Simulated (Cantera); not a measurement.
Feed: 1 mol SiH₄, 3.6 mol N₂, equilibrated at 9.75 Torr.

These are equilibrium values from Cantera (NASA tables, ideal gas, pure condensed phases), not measurements of a reactor. Candidate condensed phases: Si, Si₃N₄; 18 gas species. N₂ is the only nitrogen source here; it is nearly inert below about 1500 K, so the nitride shown seldom forms there in practice. The tables' values for SiN are old estimates; treat these amounts as uncertain. Gases not in the tables: Si₂H₆ and higher silanes. Rates play no part.

x: gas mole fraction; n: condensed amount in mol.

```
T (K)   x N₂   x H₂         x H        x Si       x SiH  n Si₃N₄(s)  n Si(l)
-----  -----  -----  ----------  ----------  ----------  ----------  -------
725    0.595  0.405      <1e-12      <1e-12      <1e-12       0.333        0
875    0.595  0.405    2.80e-10      <1e-12      <1e-12       0.333        0
1025   0.595  0.405     2.43e-8      <1e-12      <1e-12       0.333        0
1175   0.595  0.405     6.85e-7      <1e-12      <1e-12       0.333        0
1325   0.595  0.405     9.13e-6    1.79e-11    9.45e-12       0.333        0
1475   0.595  0.405  (withheld)  (withheld)  (withheld)       0.333        0
1625   0.594  0.405    0.000394     1.90e-6     2.75e-7       0.333        0
1775   0.594  0.404     0.00161    0.000140     1.24e-5       0.333        0
1925   0.640  0.353  (withheld)  (withheld)  (withheld)           0    0.991
2075   0.633  0.345      0.0137     0.00784    0.000300           0    0.949
```

Fill in the missing entries.


- 1475, x H: 7.24e-5
- 1475, x Si: 1.06e-8
- 1475, x SiH: 2.75e-9
- 1925, x H: 0.00498
- 1925, x Si: 0.00134
- 1925, x SiH: 7.38e-5
